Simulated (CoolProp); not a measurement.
Aqueous sodium chloride as a coolant, 13 % by mass, freezing at -9.0 °C, 1 atm.

The numbers come from the Melinder's fits for secondary coolants in CoolProp.

| T (°C) | density (kg/m³) | cp (kJ/(kg K)) | conductivity (W/(m K)) | Prandtl number |
|---|---|---|---|---|
| -2.6 | 1101 | 3.576 | 0.549 | (withheld) |
| 5 | (withheld) | 3.592 | 0.562 | 12.2 |
| 12.6 | 1096 | 3.606 | 0.574 | 9.64 |
| 20.1 | 1093 | 3.617 | 0.586 | 7.85 |
| 27.7 | 1090 | 3.627 | 0.598 | (withheld) |
| 35.3 | 1087 | (withheld) | 0.610 | (withheld) |

**Question.** Complete the blanks.

**Answer.** 
- -2.6, Prandtl number: 15.7
- 5, density (kg/m³): 1099
- 27.7, Prandtl number: 6.52
- 35.3, cp (kJ/(kg K)): 3.634
- 35.3, Prandtl number: 5.54
